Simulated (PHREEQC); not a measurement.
Copper plating or etch bath: an equilibrium model

Solution (24 °C): 0.0028 mol CuCl2 and 5.2e-05 mol HCl per kg of water. Closed to the air; pH follows from the charge balance.

Model: ion-association model, phreeqc.dat, run in PHREEQC.

Each row changes one thing in this solution. Precipitation was switched off in this run.

```csv
case,pH,CuCl+ (mol/kgw),CuOH+ (mol/kgw),Cu2(OH)2+2 (mol/kgw),CuCl2 (mol/kgw),Cu(OH)2 (mol/kgw)
as made,4.32,2.77e-5,4.38e-7,9.19e-8,6.82e-8,1.72e-8
diluted 10-fold with water,___,3.55e-7,4.30e-7,7.81e-8,___,1.47e-7
temperature from 24 to 70 °C,___,0.000177,3.62e-7,3.42e-6,6.43e-7,1.26e-8
HCl from 5.2e-05 to 0.00052 mol/kgw,3.32,2.98e-5,4.41e-8,9.37e-10,___,___
```

Q: Some entries are withheld; supply them.

A: 
- diluted 10-fold with water, pH: 5.23
- diluted 10-fold with water, CuCl2 (mol/kgw): 9.97e-11
- temperature from 24 to 70 °C, pH: 4.27
- HCl from 5.2e-05 to 0.00052 mol/kgw, CuCl2 (mol/kgw): 7.89e-8
- HCl from 5.2e-05 to 0.00052 mol/kgw, Cu(OH)2 (mol/kgw): 1.75e-10

Species that the database lacks are ignored. Away from 25 °C the constants follow the database's enthalpies or fits; those with neither stay at their 25 °C values.
